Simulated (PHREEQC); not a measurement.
Solution A (0.03 mol KH2PO4 and 2.8e-05 mol Na2B4O7 per kg of water) is mixed with solution B (2.4 mmol/kgw CdSO4, 0.17 mmol/kgw H3BO3 and 2.5 mmol/kgw NiCl2) at 25 °C; shares are by mass of water, 1 kg in all. O2 is buffered at 0.21 atm. No CO2 enters from the air. Solids allowed: Cd(OH)2, Cd3(PO4)2, CdOHCl, Ni(OH)2, Ni3(PO4)2, Ni4(OH)6SO4, Halite, Mirabilite, Morenosite. Others were left out.

The series has 11 steps of share of solution B, from 0 to 1.

Equilibrium calculation in PHREEQC: ion-association model, wateq4f.dat.

Question: Between which two steps does the pH jump most, and from what to what?

Answer: Between share of solution B = 0.9 and 1: from 4.95 to 6.16.

H3PO4, which wateq4f.dat lacks, is added to it with the constant of phreeqc.dat. The database has no phosphate complexes of Cd, Ni.
